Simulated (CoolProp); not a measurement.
Methane along the isotherm -65.05 °C: fugacity coefficient from the reference equation and from simpler models built on Tc = -82.6 °C, pc = 45.99 bar, ω = 0.011; each cubic takes its own stable root.

Computed with CoolProp (reference Helmholtz-energy equation of state, Setzmann 1991).

```tsv
p (bar)	phase	reference
4.31	gas	0.9760
8.62	gas	0.9523
12.9	gas	0.9290
17.2	gas	0.9057
21.6	gas	0.8821
25.9	gas	0.8591
30.2	gas	0.8363
34.5	gas	0.8137
38.8	gas	0.7911
43.1	gas	0.7686
47.4	supercritical	0.7461
51.7	supercritical	0.7236
56.1	supercritical	0.7006
60.4	supercritical	0.6780
64.7	supercritical	0.6554
69	supercritical	0.6329
```

How far does each simpler model (van der Waals, Redlich-Kwong) lie from the reference over these 16 states: mean and median of the absolute difference, and the worst?


- van der Waals: mean 0.9 %, median 1.0 %, worst +1.3 % at -65.05 °C and 47.4 bar
- Redlich-Kwong: mean 0.3 %, median 0.3 %, worst -0.4 % at -65.05 °C and 47.4 bar
